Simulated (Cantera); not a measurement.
An isothermal, constant-pressure homogeneous reactor starts with C2H6 : N2 = 4.2 : 53 (molar parts), at 1700 K and 128 Torr.

Computed with Cantera and GRI-Mech 3.0 (53 species, 325 reactions). GRI-Mech 3.0 stops at C3 and has no aromatics, soot or wall deposition, so with more carbon than oxygen in the feed, carbon stays in small species such as C2H2 where larger ones or solid carbon would form.

**Question.** Predict: x(C2H6) at 200 s; x(C2H2) at 200 s; x(C2H) at 200 s; x(CH2) at 200 s; x(CH3) at 200 s.

**Answer.** 
```
Item                                               Result
----------------  ---------------------------------------
x(C2H6) at 200 s  3.26e-9 (gas-phase equilibrium 1.26e-9)
x(C2H2) at 200 s    0.0638 (gas-phase equilibrium 0.0244)
x(C2H) at 200 s   3.59e-7 (gas-phase equilibrium 1.37e-7)
x(CH2) at 200 s   5.26e-9 (gas-phase equilibrium 3.26e-9)
x(CH3) at 200 s   5.06e-6 (gas-phase equilibrium 3.14e-6)
```
